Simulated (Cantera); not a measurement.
Dilute partial oxidation

A perfectly stirred reactor is fed with 0.483 % CH₃OH, 0.966 % O₂, 98.6 % N₂, equivalence ratio 0.75, at 760 Torr; it is held at 1350 K, and followed from long to short residence time.

Model: GRI-Mech 3.0 (53 species, 325 reactions), integrated in Cantera. GRI-Mech 3.0 was tuned for natural gas; its chemistry of methanol as a main component is partial and can be far from experiment.

| τ (s) | x CH₃OH | x O₂ | x CH₄ | x NO | x C₂H₄ | x O |
|---|---|---|---|---|---|---|
| 0.53 | 1.16e-6 | 0.00246 | 9.07e-10 | 1.01e-6 | <1e-12 | 1.80e-5 |
| 0.24 | 1.71e-6 | 0.00250 | 3.22e-9 | 9.02e-7 | <1e-12 | 2.93e-5 |
| 0.11 | 2.47e-6 | 0.00256 | 1.12e-8 | 9.03e-7 | <1e-12 | 4.66e-5 |
| 0.050 | 3.53e-6 | 0.00266 | 3.74e-8 | 1.01e-6 | 4.75e-12 | 7.27e-5 |
| 0.023 | 5.10e-6 | 0.00281 | 1.13e-7 | 1.19e-6 | 2.12e-11 | 0.000109 |
| 0.011 | 7.49e-6 | 0.00303 | 2.93e-7 | 1.33e-6 | 8.37e-11 | 0.000151 |
| 0.0048 | 1.25e-5 | 0.00338 | 7.73e-7 | 1.30e-6 | 3.75e-10 | 0.000200 |
| 0.0022 | 2.29e-5 | 0.00385 | 1.78e-6 | 1.06e-6 | 1.56e-9 | 0.000228 |
| 0.0010 | 5.15e-5 | 0.00454 | 3.99e-6 | 6.44e-7 | 7.43e-9 | 0.000203 |
| 0.00046 | 0.00480 | 0.00964 | 5.69e-7 | <1e-12 | 7.71e-10 | 6.75e-9 |
x: mole fraction; the columns are a selection and need not sum to one.
